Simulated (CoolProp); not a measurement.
Hexamethyldisiloxane (MM) along the isobar 7.05 MPa: fugacity coefficient from the reference equation and from simpler models built on Tc = 245.6 °C, pc = 1.931 MPa, ω = 0.418; each cubic takes its own stable root.

Model: reference Helmholtz-energy equation of state, Thol 2016, in CoolProp.

```json
[
 {"T (°C)": "139.65", "phase": "liquid", "reference": "0.05771"},
 {"T (°C)": "164.35", "phase": "liquid", "reference": "0.09169"},
 {"T (°C)": "189.15", "phase": "liquid", "reference": "0.1357"},
 {"T (°C)": "213.85", "phase": "liquid", "reference": "0.1887"},
 {"T (°C)": "238.55", "phase": "liquid", "reference": "0.2495"},
 {"T (°C)": "263.35", "phase": "supercritical", "reference": "0.3161"},
 {"T (°C)": "288.05", "phase": "supercritical", "reference": "0.3854"},
 {"T (°C)": "312.75", "phase": "supercritical", "reference": "0.4549"},
 {"T (°C)": "337.55", "phase": "supercritical", "reference": "0.5223"}
]
```

**Question.** How far does each simpler model (Redlich-Kwong, Soave-Redlich-Kwong) lie from the reference over these 9 states: mean and median of the absolute difference, and the worst?

**Answer.** 
- Redlich-Kwong: mean 20.6 %, median 10.3 %, worst +65.2 % at 139.65 °C and 7.05 MPa
- Soave-Redlich-Kwong: mean 7.5 %, median 7.8 %, worst +8.4 % at 263.35 °C and 7.05 MPa
